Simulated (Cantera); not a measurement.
Mixture: CH4 : O2 : N2 : CO2 = 1 : 2 : 7.52 : 2.2 (molar parts), at 5.30 bar, adiabatic and at constant volume. Ignition delay is the time to a rise of 400 K.

Model: GRI-Mech 3.0 (53 species, 325 reactions), integrated in Cantera.

Problem. What does this change do: N2 7.52 to 10 parts?

Solution. 
```json
[
 {"quantity": "delay at 1150 K", "before": "22.3 ms", "after": "27.6 ms"},
 {"quantity": "delay at 1225 K", "before": "8.56 ms", "after": "10.7 ms"},
 {"quantity": "delay at 1300 K", "before": "3.50 ms", "after": "4.38 ms"},
 {"quantity": "delay at 1375 K", "before": "1.51 ms", "after": "1.89 ms"},
 {"quantity": "delay at 1450 K", "before": "0.683 ms", "after": "0.849 ms"},
 {"quantity": "delay at 1525 K", "before": "0.321 ms", "after": "0.396 ms"},
 {"quantity": "delay at 1600 K", "before": "0.159 ms", "after": "0.193 ms"},
 {"quantity": "apparent activation energy between 1450 and 1600 K", "before": "190 kJ/mol", "after": "190 kJ/mol"}
]
```

Problem. What does this change do: pressure from 5.30 bar to 17.0 bar?

Solution. 
```tsv
quantity	before	after
delay at 1150 K	22.3 ms	5.79 ms
delay at 1225 K	8.56 ms	2.34 ms
delay at 1300 K	3.50 ms	1.03 ms
delay at 1375 K	1.51 ms	0.478 ms
delay at 1450 K	0.683 ms	0.233 ms
delay at 1525 K	0.321 ms	0.117 ms
delay at 1600 K	0.159 ms	61.1 µs
apparent activation energy between 1450 and 1600 K	190 kJ/mol	170 kJ/mol
```
The pressure lies above the range GRI-Mech 3.0 was tuned for (to about 10 atm).
